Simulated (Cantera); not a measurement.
Source: NASA polynomial tables (part measured, part estimated), evaluated in Cantera. Values are per mole of reaction as written; species without (g) are pure solids or liquids, kept so even where they would boil at 1 bar.

2 FeCl₃(g) + Fe ⇌ 3 FeCl₂(g), with ΔH° = 83.2 kJ and ΔS° = 182.1 J/K at 300 K.

### Question
How far is the shortcut ΔG° ≈ ΔH°(300 K) − T·ΔS°(300 K) from the full temperature-dependent value at 1073, 1223, 1373, 1523, 1673, 1823, 1973, 2123, 2273 K?

### Answer
```
T (K)  shortcut (kJ)  full (kJ)  difference (kJ)  difference in log10 K  condensed phases
-----  -------------  ---------  ---------------  ---------------------  ----------------
1073          -112.1     -105.4             -6.7                   0.33             Fe(α)
1223          -139.4     -129.6             -9.8                   0.42             Fe(γ)
1373          -166.8     -153.5            -13.2                   0.50             Fe(γ)
1523          -194.1     -177.3            -16.8                   0.58             Fe(γ)
1673          -221.4     -200.9            -20.5                   0.64             Fe(δ)
1823          -248.7     -224.2            -24.5                   0.70             Fe(l)
1973          -276.0     -246.3            -29.7                   0.79             Fe(l)
2123          -303.3     -268.2            -35.1                   0.86             Fe(l)
2273          -330.6     -290.0            -40.6                   0.93             Fe(l)
```
The shortcut ignores heat capacities and the phase changes listed.
